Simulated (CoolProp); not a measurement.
Vapour-liquid equilibrium of 1-butene (1) + n-perfluorobutane (2) at 7.32 bar; x and y are mole fractions of (1).

Computed with CoolProp (multi-fluid Helmholtz-energy mixture model, Lemmon 2005 and Gao 2022; pair parameters Bell 2016).

```csv
x,bubble temperature (°C),y at the bubble point,dew temperature at overall composition x (°C),liquid density (mol/L)
0.05,56.9,0.116,59.1,5.783
0.125,51.4,0.272,56.6,6.030
0.2,46.8,0.394,54.0,6.271
0.275,43.6,0.479,51.3,6.500
0.35,41.6,0.534,48.5,6.722
0.425,40.6,0.566,45.7,6.950
0.5,40.2,0.584,42.8,7.197
0.575,40.1,0.591,40.4,7.479
0.65,40.1,0.593,42.5,7.810
0.725,40.1,0.593,46.0,8.196
0.8,40.4,0.601,49.5,8.636
0.875,41.9,0.637,52.9,9.107
0.95,48.0,0.769,56.2,9.526
```

y crosses x between x = 0.575 and 0.65: the model has an azeotrope there.

The pair parameters rest on a limited set of measurements; away from them the model extrapolates. With so large a gap from Raoult's law the liquid may split in two, which this calculation doesn't test in full.
